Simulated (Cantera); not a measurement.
## Transport properties of process gases

Gas mixture: 100 % N2O, at 20.0 Torr, frozen composition.

Cantera's kinetic-theory transport with the Lennard-Jones parameters of GRI-Mech 3.0, ideal gas; thermal conductivity in the multicomponent form. The composition is frozen, though it would react at the higher temperatures.

```csv
T (K),ρ (kg/m³),cp (J/kg/K),μ (µPa s),λ (mW/m/K),Pr,D (cm²/s) N2,D (cm²/s) CO2,D (cm²/s) CH4
400,0.0353,970.3,19.5,25.3,0.746,10.0,7.30,11.0
650,0.0217,1127,29.1,44.1,0.744,23.5,17.8,26.2
900,0.0157,1227,37.1,61.4,0.741,40.9,31.5,46.0
1150,0.0123,1285,44.1,76.8,0.738,61.7,48.0,69.7
1400,0.0101,1327,50.5,91.0,0.736,85.8,67.1,97.0
1650,0.00855,1359,56.4,104,0.734,113,88.6,128
1900,0.00743,1384,61.9,117,0.733,143,112,162
2150,0.00656,1402,67.2,129,0.732,175,138,198
```
D: mixture-averaged diffusion coefficient of that species in the mixture.
